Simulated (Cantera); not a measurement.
Standard-state values (1 bar) from the NASA 1993 polynomials, evaluated with Cantera. Values are per mole of reaction as written; species without (g) are pure solids or liquids, kept so even where they would boil at 1 bar.

Question: Between 1248 and 2248 K, where is each reaction favourable under standard conditions?
- 6 O2(g) + 4 PH3(g) → 12 OH(g) + P4(g)
- 10 H2O(g) + P4O10(g) → 10 H2O2(g) + 2 P2(g)

Answer: 
- 6 O2(g) + 4 PH3(g) → 12 OH(g) + P4(g): ΔG° is -51 kJ at 1248 K and -504 kJ at 2248 K; it stays negative (K > 1). ΔH° is 494 kJ and ΔS° 444 J/K at 2248 K.
- 10 H2O(g) + P4O10(g) → 10 H2O2(g) + 2 P2(g): ΔG° is 3664 kJ at 1248 K and 3226 kJ at 2248 K; it stays positive (K < 1). ΔH° is 4194 kJ and ΔS° 430 J/K at 2248 K.
